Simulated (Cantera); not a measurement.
Charge: 1 mol Si3N4, a varied amount of H2O, 2.6 mol H2, 6.8 mol NF3, at 2048 K and 1.00 bar.

Cantera equilibrium calculation (NASA polynomials, part measured and part estimated; ideal gas, pure solids and liquids). Candidate condensed phases: H2O, Si, SiO2, Si2N2O, Si3N4; 58 gas species. The tables' values for SiF3 are old estimates; treat these amounts as uncertain. The tables hold silica as quartz up to 1696 K and as liquid above; real silica turns to tridymite and cristobalite and melts near 1996 K. Gases not in the tables: Si(OH)4. The numbers say what is thermodynamically allowed, not how fast it happens.

x: gas mole fraction; n: condensed amount in mol.

```
n(H2O) (mol)   x HF   x N2  x SiF4      x F    x H2O    x O2  n SiO2(l)
------------  -----  -----  ------  -------  -------  ------  ---------
0.39          0.352  0.317   0.177    0.142  1.92e-9  0.0108          0
1.2           0.437  0.309   0.172   0.0460  4.97e-8  0.0333          0
1.9           0.469  0.300   0.167  9.19e-5   0.0163  0.0432          0
2.7           0.478  0.285   0.151  5.83e-5   0.0411  0.0410      0.156
3.5           0.509  0.270     ___  5.52e-5      ___  0.0387        ___
4.2           0.532  0.257   0.111  5.27e-5   0.0590  0.0369      0.675
5             0.552  0.245  0.0942  4.99e-5   0.0692  0.0351      0.930
5.8           0.569  0.234  0.0795  4.73e-5   0.0800  0.0335       1.17
6.6           0.582  0.224  0.0668  4.48e-5   0.0912  0.0321       1.39
7.3           0.590  0.216     ___  4.27e-5      ___  0.0309        ___
8.1           0.597  0.208  0.0477  4.04e-5    0.114  0.0297       1.76
```

What belongs in the gaps?


- 7.3, x SiF4: 0.0572
- 7.3, x H2O: 0.101
- 7.3, n SiO2(l): 1.57
- 3.5, x SiF4: 0.128
- 3.5, x H2O: 0.0504
- 3.5, n SiO2(l): 0.439
